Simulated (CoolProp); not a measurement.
Propylene at 454.46 K and 6.34 MPa is throttled through a valve to 3.06 MPa with no heat exchange. Each further row changes one setting.

Model: reference Helmholtz-energy equation of state, Lemmon 2013, in CoolProp.

```json
[
 {"case": "as stated", "temperature change (K)": "___", "final density (kg/m³)": "41.4"},
 {"case": "outlet pressure 0.918 MPa", "temperature change (K)": "___", "final density (kg/m³)": "___"},
 {"case": "outlet pressure 3.98 MPa", "temperature change (K)": "-14.5", "final density (kg/m³)": "___"}
]
```

Q: Some entries are withheld; supply them.

A: 
- as stated, temperature change (K): -20.5
- outlet pressure 0.918 MPa, temperature change (K): -34.8
- outlet pressure 0.918 MPa, final density (kg/m³): 11.6
- outlet pressure 3.98 MPa, final density (kg/m³): 55.3
